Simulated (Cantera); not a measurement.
A Cantera script and what it prints.

```python
import numpy as np
import cantera as ct

gas_names = [...]  # 105 gases of nasa_gas.yaml made of C, H, N, Si
cond_names = """
    C(gr) C6H6(L) C7H8(L) C8H18(L),n-octa Si(cr) Si(L) SiC(b) Si3N4(a)
""".split()


# ... load() reads the species with a 1 bar reference pressure and builds the phases ...
atoms = {
    'Si3N4': {'Si': 3, 'N': 4},
    'C': {'C': 1},
    'H2': {'H': 2},
}
top_T = {'C(gr)': 4500, 'SiC(b)': 3050, 'Si3N4(a)': 2400}  # K; cautious upper limits of use, not melting points


# ... equilibrate(T, P, feed) seeds the gas with the atoms and calls Mixture.equilibrate('TP', solver="vcs", rtol=1e-11, max_steps=5000) ...
results = []
feed = {'Si3N4': 1, 'C': 0.1, 'H2': 1}  # mol
T = 3048  # K
P = 13332.2  # Pa
mix = equilibrate(T, P, feed)
results.append((T, P, feed, dict(zip(mix.species_names, mix.species_moles))))
x = sorted(zip(gas.X, gas.species_names), reverse=True)
print(f"T = {T:g} K  P = {P:g} Pa  gas = {mix.phase_moles(0):.4g} mol")
print("   x: " + "  ".join(f"{s} {v:.3e}" for v, s in x if v > 0.0001))
print("   condensed (mol): " + ("  ".join(f"{mix.phase(i).name} {mix.phase_moles(i):.4g}"
      for i in range(1, mix.n_phases) if mix.phase_moles(i) > 1e-12) or "none"))
```

Output:

```
T = 3048 K  P = 13332.2 Pa  gas = 6.293 mol
   x: Si 4.254e-01  N2 3.132e-01  H 1.436e-01  H2 8.246e-02  Si2 9.083e-03  Si2C 8.185e-03  SiH 5.921e-03  SiN 4.471e-03  HCN 2.485e-03  SiC2 1.998e-03  Si2N 1.205e-03  Si3 5.481e-04  HNC 4.869e-04  CN 4.672e-04  SiH2 1.760e-04  SiC 1.337e-04
   condensed (mol): none
```

These are equilibrium values from Cantera (NASA tables, ideal gas, pure condensed phases), not measurements of a reactor. The tables' values for SiN are old estimates; treat these amounts as uncertain. Gases not in the tables: Si2H6 and higher silanes.
